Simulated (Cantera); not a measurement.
Feed: 1 mol PbO, 0.43 mol CH4, 0.015 mol CO, equilibrated at 1200 Torr.

Equilibrium computed with Cantera from the NASA thermochemical tables; the gas is ideal and each condensed phase is pure. Candidate condensed phases: C, C6H6, C7H8, C8H18, H2O, Pb, PbO, PbO2, Pb3O4; 113 gas species. Gases not in the tables: (PbO)n polymers. Rates play no part. All values below are at 2350 K.

Base state: Pb 0.424, H2O 0.205, H2 0.165, CO 0.159, CO2 0.0341, PbO 0.00711, H 0.00401, OH 0.000856 (mole fractions); condensed: gas only.

**Question.** What changes in the equilibrium state with this change: PbO replaced by Ta2O5?

**Answer.** 
```tsv
species	before	after
H2	0.165	0.716
CO	0.159	0.270
H	0.00401	0.00834
Pb	0.424	0
H2O	0.205	0.00575
CO2	0.0341	0.000376
TaO2	0	6.44e-5
PbO	0.00711	0
Pb2	0.000774	0
TaO	0	1.01e-5
O	1.40e-5	9.11e-8
TaC(s), mol	0	0.125
Ta2O5(l), mol	0	0.937
```
Mutual solubility and eutectic melting of coexisting phases are not modelled. TaC: taken at fixed stoichiometry. Condensed phases not in the tables: Ta2C. Further candidate phases: Ta, TaC, Ta2O5.
